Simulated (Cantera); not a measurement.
An adiabatic, constant-pressure homogeneous reactor starts with C3H8 : O2 : N2 : H2O = 1 : 6.85 : 25.8 : 1.4 (molar parts), equivalence ratio 0.73, at 1650 K and 9.87 atm.

Model: GRI-Mech 3.0 (53 species, 325 reactions), integrated in Cantera. GRI-Mech 3.0 was tuned for natural gas; its chemistry of propane as a main component is partial and can be far from experiment.

Predict: time of steepest temperature rise; temperature at 0.800 s; equilibrium temperature; x(O2) at 0.800 s; x(H2O) at 0.800 s; x(H2O2) at 0.800 s; x(CO2) at 0.800 s; x(NO) at 0.800 s.


```json
{
  "time_of_steepest_temperature_rise": "5.58 µs",
  "temperature at 0.800 s": "2790 K",
  "equilibrium_temperature": "2790 K",
  "x(O2) at 0.800 s": "0.0467 (gas-phase equilibrium 0.0467)",
  "x(H2O) at 0.800 s": "0.135 (gas-phase equilibrium 0.135)",
  "x(H2O2) at 0.800 s": "1.14e-6 (gas-phase equilibrium 1.14e-6)",
  "x(CO2) at 0.800 s": "0.0674 (gas-phase equilibrium 0.0674)",
  "x(NO) at 0.800 s": "0.0161 (gas-phase equilibrium 0.0161)"
}
```
